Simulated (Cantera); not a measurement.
Feed: 1 mol SiH₄, a varied amount of CO₂, 1.6 mol N₂, at 1625 K and 100000 Pa.

Cantera equilibrium calculation (NASA polynomials, part measured and part estimated; ideal gas, pure solids and liquids). Candidate condensed phases: C, C₆H₆, C₇H₈, C₈H₁₈, H₂O, Si, SiC, SiO₂, Si₂N₂O, Si₃N₄; 151 gas species. Mutual solubility and eutectic melting of coexisting phases are not modelled. The tables hold silica as quartz up to 1696 K and as liquid above; real silica turns to tridymite and cristobalite and melts near 1996 K. Gases not in the tables: Si(OH)₄. The numbers say what is thermodynamically allowed, not how fast it happens.

**Question.** Which condensed phases are stable at each of these points (n(CO₂) (mol)): 0.24, 0.32, 0.42, 0.55, 0.72, 0.95, 1.3, 1.6, 2.2, 2.8, 3.7?

**Answer.** 
```json
[
 {"n(CO₂) (mol)": "0.24", "condensed phases": "C(graphite) + SiC(s) + Si₂N₂O(s)", "Si condensed (%)": "100.0"},
 {"n(CO₂) (mol)": "0.32", "condensed phases": "C(graphite) + Si₂N₂O(s)", "Si condensed (%)": "100.0"},
 {"n(CO₂) (mol)": "0.42", "condensed phases": "C(graphite) + Si₂N₂O(s)", "Si condensed (%)": "100.0"},
 {"n(CO₂) (mol)": "0.55", "condensed phases": "SiO₂(β-quartz) + Si₂N₂O(s)", "Si condensed (%)": "100.0"},
 {"n(CO₂) (mol)": "0.72", "condensed phases": "SiO₂(β-quartz) + Si₂N₂O(s)", "Si condensed (%)": "100.0"},
 {"n(CO₂) (mol)": "0.95", "condensed phases": "SiO₂(β-quartz) + Si₂N₂O(s)", "Si condensed (%)": "100.0"},
 {"n(CO₂) (mol)": "1.3", "condensed phases": "SiO₂(β-quartz) + Si₂N₂O(s)", "Si condensed (%)": "100.0"},
 {"n(CO₂) (mol)": "1.6", "condensed phases": "SiO₂(β-quartz) + Si₂N₂O(s)", "Si condensed (%)": "100.0"},
 {"n(CO₂) (mol)": "2.2", "condensed phases": "SiO₂(β-quartz)", "Si condensed (%)": "100.0"},
 {"n(CO₂) (mol)": "2.8", "condensed phases": "SiO₂(β-quartz)", "Si condensed (%)": "100.0"},
 {"n(CO₂) (mol)": "3.7", "condensed phases": "SiO₂(β-quartz)", "Si condensed (%)": "100.0"}
]
```

At 0.24 mol CO₂ the condensed part is C(graphite) + SiC(s) + Si₂N₂O(s). From 0.32 mol CO₂ to 0.42 mol CO₂ the condensed part is C(graphite) + Si₂N₂O(s). From 0.55 mol CO₂ to 1.6 mol CO₂ the condensed part is SiO₂(β-quartz) + Si₂N₂O(s). From 2.2 mol CO₂ to 3.7 mol CO₂ the condensed part is SiO₂(β-quartz).
